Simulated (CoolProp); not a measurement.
Saturated liquid density (kg/m³) of R245ca: the reference equation beside estimates from Tc = 447.6 K, pc = 3941 kPa, ω = 0.355. Rackett uses Z = 0.29056 − 0.08775 ω.

The numbers come from the reference Helmholtz-energy equation of state, Zhou 2016 in CoolProp.

| T (K) | reference | Rackett | van der Waals | Redlich-Kwong | Soave-Redlich-Kwong | Peng-Robinson |
|---|---|---|---|---|---|---|
| 258.2 | 1484 | 1572 | 888.6 | 1311 | 1366 | 1540 |
| 280.6 | 1430 | 1514 | 858.6 | 1260 | 1321 | [?] |
| 302.9 | 1375 | 1454 | 826.3 | 1203 | 1269 | 1435 |
| 325.3 | 1316 | [?] | 790.8 | 1140 | 1210 | 1370 |
| 347.6 | 1253 | 1318 | 751.6 | 1070 | 1141 | 1295 |
| 370 | 1182 | 1239 | 707.1 | 989.7 | 1060 | 1203 |
| 392.3 | 1100 | 1149 | 655.5 | 896.7 | 962.2 | 1092 |
| 414.7 | 994.8 | 1037 | 591.2 | 782.1 | 836.6 | 945.9 |
| 437 | 824.7 | 869.0 | 497.8 | [?] | 652.1 | 728.2 |

Question: Complete the blanks.

Answer: 
- 280.6, Peng-Robinson: 1491
- 325.3, Rackett: 1388
- 437, Redlich-Kwong: 620.2

Absolute difference from the reference over all 9 rows, mean and median: Rackett 5.2 and 5.4 %, van der Waals 40.1 and 40.0 %, Redlich-Kwong 16.1 and 14.6 %, Soave-Redlich-Kwong 11.1 and 8.9 %, Peng-Robinson 4.3 and 4.1 %.
